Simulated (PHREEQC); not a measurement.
Make-up at 25 °C: 3.3 mol K2CO3 and 0.39 mol NaCl per kg of water. Closed to the air; pH follows from the charge balance.

Model: Pitzer model, pitzer.dat, run in PHREEQC.

Problem. The ionic strength comes out as 10.3 mol/kgw. What activity coefficients do Na+, OH-, HCO3-, Cl-, K+ get?

Solution. Na+ 0.26, OH- 4.4, HCO3- 0.41, Cl- 0.73, K+ 0.52. Single-ion values are on the MacInnes scale.

This is a speciation only: nothing precipitates in the calculation. Species that the database lacks are ignored. In brines, pH and single-ion activities rest on the MacInnes convention.
